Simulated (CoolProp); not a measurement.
The numbers come from the reference Helmholtz-energy equation of state, Leachman 2009 in CoolProp.

Q: Give the vapour pressure (kPa), vapour density (kg/m³), enthalpy of vaporisation (kJ/kg), surface tension (mN/m) of saturated normal hydrogen at 27.2, 28.4 K.

A: 
```
T (K)  p (kPa)  vapour density (kg/m³)  enthalpy of vaporisation (kJ/kg)  surface tension (mN/m)
-----  -------  ----------------------  --------------------------------  ----------------------
27.2       496                    6.04                               374                   0.768
28.4       615                    7.62                               347                   0.581
```

Surface tension comes from a separate correlation (Mulero 2012).
